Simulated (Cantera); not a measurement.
What does this Cantera script print?

```python
import numpy as np
import cantera as ct

gas = ct.Solution("gri30.yaml")


def delay(T, t_max=10):
    gas.TPX = T, 100000, {'CH3OH': 1, 'O2': 0.714, 'N2': 2.69}
    reactor = ct.IdealGasConstPressureReactor(gas, clone=False)
    net = ct.ReactorNet([reactor])
    net.rtol, net.atol = 1e-8, 1e-16
    while net.time < t_max:
        t_old, T_old = net.time, reactor.T
        net.step()
        if reactor.T > T + 400:  # ignition: a rise of 400 K
            return t_old + (T + 400 - T_old) / (reactor.T - T_old) * (net.time - t_old)
    return np.nan


taus = []
for T in [1250, 1325, 1400, 1475, 1550, 1625, 1700]:
    taus.append(delay(T))
    print(f"T0 = {T:6g} K   tau = {taus[-1]:.4e} s")
```

Result:

```
T0 =   1250 K   tau = 3.6637e-03 s
T0 =   1325 K   tau = 1.2673e-03 s
T0 =   1400 K   tau = 5.0210e-04 s
T0 =   1475 K   tau = 2.2446e-04 s
T0 =   1550 K   tau = 1.1156e-04 s
T0 =   1625 K   tau = 6.0678e-05 s
T0 =   1700 K   tau = 3.5577e-05 s
```

Computed with Cantera and GRI-Mech 3.0 (53 species, 325 reactions). GRI-Mech 3.0 was tuned for natural gas; its chemistry of methanol as a main component is partial and can be far from experiment.
